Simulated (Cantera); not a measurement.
A perfectly stirred reactor is fed with CH₄ : H₂ = 0.35 : 11 (molar parts), at 20.0 Torr; it is held at 1650 K, and followed from long to short residence time.

Cantera simulation using GRI-Mech 3.0 (53 species, 325 reactions); the numbers are that mechanism's predictions, not measurements. GRI-Mech 3.0 stops at C3 and has no aromatics, soot or wall deposition, so with more carbon than oxygen in the feed, carbon stays in small species such as C2H2 where larger ones or solid carbon would form. Radical loss at walls, strong at low pressure, is not modelled.

**Question.** Predict: x(CH₄) at τ = 11.0 s; x(H₂) at τ = 11.0 s; x(CH₃) at τ = 11.0 s; x(H) at τ = 11.0 s; x(C₂H) at τ = 11.0 s; x(CH₄) at τ = 0.200 s; x(H₂) at τ = 0.200 s; x(CH₃) at τ = 0.200 s; x(H) at τ = 0.200 s; x(C₂H) at τ = 0.200 s.

**Answer.** 
| Item | Result |
|---|---|
| x(CH₄) at τ = 11.0 s | 0.00893 |
| x(H₂) at τ = 11.0 s | 0.980 |
| x(CH₃) at τ = 11.0 s | 9.64e-5 |
| x(H) at τ = 11.0 s | 0.000521 |
| x(C₂H) at τ = 11.0 s | 2.45e-8 |
| x(CH₄) at τ = 0.200 s | 0.0280 |
| x(H₂) at τ = 0.200 s | 0.970 |
| x(CH₃) at τ = 0.200 s | 0.000245 |
| x(H) at τ = 0.200 s | 0.000419 |
| x(C₂H) at τ = 0.200 s | 2.28e-9 |
